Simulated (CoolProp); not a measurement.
Vapour-liquid equilibrium of R13 (1) + R11 (2) at 0.252 MPa; x and y are mole fractions of (1).

Computed with CoolProp (multi-fluid Helmholtz-energy mixture model, Platzer 1990 and Jacobsen 1992; pair parameters Bell 2016). This equation is an older, rougher fit; its heat capacities, sound speeds and derivatives of the liquid may be far off and weren't checked against measurements.

```json
[
 {"x": "0.05", "bubble temperature (K)": "287.8", "y at the bubble point": "0.709", "dew temperature at overall composition x (K)": "323.6", "liquid density (mol/L)": "10.98"},
 {"x": "0.15", "bubble temperature (K)": "251.2", "y at the bubble point": "0.946", "dew temperature at overall composition x (K)": "319.7", "liquid density (mol/L)": "11.76"},
 {"x": "0.25", "bubble temperature (K)": "236.8", "y at the bubble point": "0.977", "dew temperature at overall composition x (K)": "315.5", "liquid density (mol/L)": "12.19"},
 {"x": "0.35", "bubble temperature (K)": "229.2", "y at the bubble point": "0.987", "dew temperature at overall composition x (K)": "310.9", "liquid density (mol/L)": "12.51"},
 {"x": "0.45", "bubble temperature (K)": "224.4", "y at the bubble point": "0.991", "dew temperature at overall composition x (K)": "305.7", "liquid density (mol/L)": "12.78"},
 {"x": "0.55", "bubble temperature (K)": "221.1", "y at the bubble point": "0.994", "dew temperature at overall composition x (K)": "299.8", "liquid density (mol/L)": "13.02"},
 {"x": "0.65", "bubble temperature (K)": "218.6", "y at the bubble point": "0.995", "dew temperature at overall composition x (K)": "292.7", "liquid density (mol/L)": "13.23"},
 {"x": "0.75", "bubble temperature (K)": "216.3", "y at the bubble point": "0.997", "dew temperature at overall composition x (K)": "283.9", "liquid density (mol/L)": "13.43"},
 {"x": "0.85", "bubble temperature (K)": "214.2", "y at the bubble point": "0.998", "dew temperature at overall composition x (K)": "271.8", "liquid density (mol/L)": "13.61"},
 {"x": "0.95", "bubble temperature (K)": "211.9", "y at the bubble point": "0.999", "dew temperature at overall composition x (K)": "249.7", "liquid density (mol/L)": "13.77"}
]
```

No azeotrope shows between x = 0.05 and 0.95.

The pair parameters rest on a limited set of measurements; away from them the model extrapolates. With so large a gap from Raoult's law the liquid may split in two, which this calculation doesn't test in full.
